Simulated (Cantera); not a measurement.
Si + Cl₂ + H₂ + HF (silicon etching in halogen gases)

Feed: 1 mol Si, a varied amount of Cl₂, 2 mol H₂, 1.5 mol HF, equilibrated at 452 °C and 750 Torr.

Equilibrium computed with Cantera from the NASA thermochemical tables; the gas is ideal and each condensed phase is pure. Candidate condensed phases: Si; 37 gas species. The numbers say what is thermodynamically allowed, not how fast it happens.

```csv
n(Cl₂) (mol),x H₂,x HCl,x SiCl₄,x SiF₄,x SiHCl₃,x SiHF₃,n Si(s)
0.72,0.770,0.000381,0.0707,0.100,0.0442,0.0114,0.213
0.85,0.754,0.000392,0.0835,0.0986,0.0495,0.0112,0.142
0.99,0.737,0.000403,0.0969,0.0969,0.0547,0.0109,0.0667
1.2,0.728,0.00134,0.144,0.0986,0.0240,0.00361,0
1.4,0.666,0.0774,0.160,0.0961,0.000424,5.77e-5,0
1.6,0.585,0.171,0.152,0.0914,0.000161,2.18e-5,0
1.9,0.477,0.296,0.142,0.0852,7.07e-5,9.60e-6,0
2.2,0.383,0.404,0.133,0.0798,3.89e-5,5.27e-6,0
2.6,0.274,0.529,0.123,0.0735,1.96e-5,2.66e-6,0
3,0.182,0.636,0.114,0.0682,1.00e-5,1.36e-6,0
```
x: gas mole fraction; n: condensed amount in mol.

From 0.72 mol Cl₂ to 0.99 mol Cl₂ the condensed part is Si(s). From 1.2 mol Cl₂ to 3 mol Cl₂ nothing is condensed. The main Si-bearing gas is SiF₄ at 0.72 mol Cl₂ and SiCl₄ at 3 mol Cl₂.
